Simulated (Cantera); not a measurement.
**Catalytic combustion on Pt**

An isothermal plug-flow reactor at 775 K and 0.370 bar (inlet), inlet velocity 0.15 m/s, active area per volume 470 1/m; feed 0.503 % CO, 6.39 % O2, 82.7 % N2, 10.4 % H2O, equivalence ratio 0.039.

Model: Deutschmann's 1995 Pt surface mechanism with GRI-Mech 3.0 gas chemistry, integrated in Cantera. Catalytic surfaces can have several steady states; this one follows from the mechanism file's or the stated starting coverage. Mass transfer to the wall is taken as infinitely fast.

```json
[
 {"z (m)": "0.00016", "x CO": "0.00155", "x O2": "0.0623", "x H2O": "0.104", "x CO2": "0.00349", "θ free Pt": "0.0589", "θ O*": "0.935", "θ OH*": "0.00564"},
 {"z (m)": "0.00031", "x CO": "0.000974", "x O2": "0.0620", "x H2O": "0.104", "x CO2": "0.00406", "θ free Pt": "0.0536", "θ O*": "0.941", "θ OH*": "0.00539"},
 {"z (m)": "0.0006", "x CO": "0.000454", "x O2": "0.0617", "x H2O": "0.104", "x CO2": "0.00458", "θ free Pt": "0.0500", "θ O*": "0.945", "θ OH*": "0.00522"},
 {"z (m)": "0.0012", "x CO": "0.000110", "x O2": "0.0616", "x H2O": "0.104", "x CO2": "0.00493", "θ free Pt": "0.0480", "θ O*": "0.947", "θ OH*": "0.00512"},
 {"z (m)": "0.0022", "x CO": "1.15e-5", "x O2": "0.0615", "x H2O": "0.104", "x CO2": "0.00503", "θ free Pt": "0.0475", "θ O*": "0.947", "θ OH*": "0.00510"},
 {"z (m)": "0.0043", "x CO": "1.05e-7", "x O2": "0.0615", "x H2O": "0.104", "x CO2": "0.00504", "θ free Pt": "0.0475", "θ O*": "0.947", "θ OH*": "0.00509"},
 {"z (m)": "0.0084", "x CO": "1.09e-11", "x O2": "0.0615", "x H2O": "0.104", "x CO2": "0.00504", "θ free Pt": "0.0475", "θ O*": "0.947", "θ OH*": "0.00509"},
 {"z (m)": "0.016", "x CO": "<1e-12", "x O2": "0.0615", "x H2O": "0.104", "x CO2": "0.00504", "θ free Pt": "0.0475", "θ O*": "0.947", "θ OH*": "0.00509"}
]
```
x: gas mole fraction; θ: surface coverage.
